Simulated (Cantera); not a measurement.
Feed: 1 mol Ta(OEt)5, 3.3 mol CO2.

Cantera equilibrium calculation (NASA polynomials, part measured and part estimated; ideal gas, pure solids and liquids). Candidate condensed phases: C, C6H6, C7H8, C8H18, H2O, Ta, TaC, Ta2O5; 113 gas species. The feed counts by its element totals alone. TaC: taken at fixed stoichiometry. Condensed phases not in the tables: Ta2C. Rates play no part.

### Question
What condenses at these points (T in K, P in Pa): (2773, 1000000); (1273, 130000); (1873, 130000); (1423, 130000); (2023, 18000); (2623, 0.75)?

### Answer
```tsv
T (K)	P in Pa	condensed phases	Ta condensed (%)
2773	1000000	TaC	100.0
1273	130000	C + Ta2O5	100.0
1873	130000	C + TaC	100.0
1423	130000	C + TaC	100.0
2023	18000	C + TaC	100.0
2623	0.75	TaC	100.0
```
